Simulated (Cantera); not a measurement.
Standard-state values (1 bar) from the NASA 1993 polynomials, evaluated with Cantera. Values are per mole of reaction as written; species without (g) are pure solids or liquids, kept so even where they would boil at 1 bar. ZrN: taken at fixed stoichiometry.

NO(g) + ZrO₂ → O₃(g) + ZrN

| T (K) | ΔH° (kJ) | ΔS° (J/K) | ΔG° (kJ) | log10 K | condensed phases |
|---|---|---|---|---|---|
| 300 | 782.7 | 16.8 | 777.7 | -135.41 | ZrO₂(monoclinic), ZrN(s) |
| 673 | 781.3 | 13.3 | 772.3 | -59.94 | ZrO₂(monoclinic), ZrN(s) |
| 873 | 781.0 | 12.9 | 769.7 | -46.05 | ZrO₂(monoclinic), ZrN(s) |
| 1073 | ___ | ___ | ___ | ___ | ZrO₂(monoclinic), ZrN(s) |
| 1273 | 780.3 | 12.2 | 764.7 | -31.38 | ZrO₂(monoclinic), ZrN(s) |
| 1473 | 779.9 | 12.0 | 762.3 | -27.03 | ZrO₂(monoclinic), ZrN(s) |
| 1673 | 775.3 | 8.8 | 760.6 | -23.75 | ZrO₂(tetragonal), ZrN(s) |
| 1873 | ___ | ___ | ___ | ___ | ZrO₂(tetragonal), ZrN(s) |
| 2073 | 781.0 | 11.8 | 756.5 | -19.06 | ZrO₂(tetragonal), ZrN(s) |
| 2273 | 785.6 | 13.9 | 753.9 | -17.33 | ZrO₂(tetragonal), ZrN(s) |
| 2473 | 791.3 | 16.4 | 750.9 | -15.86 | ZrO₂(tetragonal), ZrN(s) |
| 2673 | 798.2 | 19.0 | 747.4 | -14.60 | ZrO₂(s), ZrN(s) |

**Question.** Some entries are withheld; supply them.

**Answer.** 
- 1073, ΔH° (kJ): 780.7
- 1073, ΔS° (J/K): 12.6
- 1073, ΔG° (kJ): 767.2
- 1073, log10 K: -37.35
- 1873, ΔH° (kJ): 777.6
- 1873, ΔS° (J/K): 10.1
- 1873, ΔG° (kJ): 758.7
- 1873, log10 K: -21.16
